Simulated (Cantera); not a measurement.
## Thermodynamics of silicon epitaxy and polysilicon growth, feed SiCl4 + HCl + N2 + Cl2

Input: 1 mol SiCl4, 0.031 mol HCl, 54 mol N2, 0.35 mol Cl2, at 133 Pa.

Cantera equilibrium calculation (NASA polynomials, part measured and part estimated; ideal gas, pure solids and liquids). Candidate condensed phases: NH4Cl, Si, Si3N4; 28 gas species. The tables' values for SiCl3 are old estimates; treat these amounts as uncertain. Equilibrium is a limit: real reactors are often held back by kinetics, nucleation or transport.

```
T (°C)   x N2  x SiCl4      x Cl     x Cl2     x HCl   x SiCl3   x SiCl2
------  -----  -------  --------  --------  --------  --------  --------
677     0.975   0.0181  0.000379   0.00613  0.000560  7.66e-10    <1e-12
727     0.975   0.0180  0.000818   0.00591  0.000560   4.29e-9    <1e-12
777     0.974   0.0180   0.00161   0.00551  0.000559   2.07e-8    <1e-12
827     0.974   0.0180   0.00289   0.00486  0.000559   8.92e-8  6.14e-12
877     0.973   0.0180   0.00472   0.00395  0.000558   3.54e-7  7.62e-11
927     0.972   0.0180   0.00691   0.00285  0.000558   1.34e-6  8.76e-10
977     0.971   0.0180   0.00902   0.00178  0.000557   4.95e-6   9.76e-9
1027    0.970   0.0179    0.0106  0.000979  0.000557   1.79e-5   1.06e-7
```
x: gas mole fraction; nothing condenses.

From 677 °C to 1027 °C nothing is condensed. The main Si-bearing gas is SiCl4 throughout.
